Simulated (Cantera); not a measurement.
Mixture: 6.16 % C₃H₈, 18.1 % O₂, 68.3 % N₂, 7.39 % CO₂, equivalence ratio 1.7, at 5.00 bar, adiabatic and at constant volume. Ignition delay is the time to a rise of 400 K.

Cantera simulation using GRI-Mech 3.0 (53 species, 325 reactions); the numbers are that mechanism's predictions, not measurements. GRI-Mech 3.0 was tuned for natural gas; its chemistry of propane as a main component is partial and can be far from experiment.

### Question
Predict: delay at 1025 K; delay at 1125 K; delay at 1225 K; delay at 1325 K; delay at 1425 K; apparent activation energy between 1375 and 1475 K.

### Answer
delay at 1025 K: 99.1 ms
delay at 1125 K: 12.7 ms
delay at 1225 K: 1.75 ms
delay at 1325 K: 0.305 ms
delay at 1425 K: 73.0 µs
apparent activation energy between 1375 and 1475 K: 210 kJ/mol
